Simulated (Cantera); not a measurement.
# Thermodynamics of silicon oxide and oxynitride deposition, feed TEOS + H2O + O2

Charge: 1 mol TEOS, 0.25 mol H2O, 0.072 mol O2, held at 0.680 bar.

Cantera equilibrium calculation (NASA polynomials, part measured and part estimated; ideal gas, pure solids and liquids). Candidate condensed phases: C, C6H6, C7H8, C8H18, H2O, Si, SiC, SiO2; 123 gas species. The feed counts by its element totals alone. The tables hold silica as quartz up to 1696 K and as liquid above; real silica turns to tridymite and cristobalite and melts near 1996 K. The numbers say what is thermodynamically allowed, not how fast it happens.

From 727 °C to 1327 °C the condensed part is C(graphite) + SiO2(β-quartz).

```csv
T (°C),log p H2,log p CO,log p CH4,log p H2O,log p CO2,log p SiO,log p H,log p C2H2 (acetylene),n C(graphite),n SiO2(β-quartz)
727,-0.28,-0.98,-1.59,-1.67,-2.21,<-12,-8.79,-9.23,5.64,1.00
777,-0.27,-0.93,-1.79,-1.95,-2.53,<-12,-8.23,-8.66,5.57,1.00
827,-0.27,-0.91,-1.98,-2.23,-2.87,<-12,-7.72,-8.14,5.55,1.00
877,-0.27,-0.90,-2.16,-2.49,-3.20,<-12,-7.26,-7.68,5.55,1.00
927,-0.26,-0.89,-2.33,-2.74,-3.51,-11.03,-6.84,-7.25,5.56,1.00
977,-0.26,-0.89,-2.48,-2.98,-3.80,-9.84,-6.45,-6.86,5.57,1.00
1027,-0.26,-0.89,-2.63,-3.19,-4.07,-8.75,-6.09,-6.50,5.58,1.00
1077,-0.26,-0.89,-2.76,-3.39,-4.32,-7.73,-5.75,-6.17,5.58,1.00
1127,-0.26,-0.89,-2.88,-3.58,-4.55,-6.80,-5.44,-5.86,5.59,1.000
1177,-0.26,-0.89,-3.00,-3.75,-4.76,-5.92,-5.15,-5.57,5.59,1.000
1227,-0.26,-0.89,-3.11,-3.91,-4.96,-5.11,-4.88,-5.30,5.59,1.000
1277,-0.26,-0.89,-3.21,-4.07,-5.14,-4.35,-4.63,-5.05,5.60,0.999
1327,-0.26,-0.89,-3.31,-4.21,-5.32,-3.64,-4.39,-4.82,5.59,0.996
```
log p: log10 of the partial pressure in bar; n: condensed amount in mol.
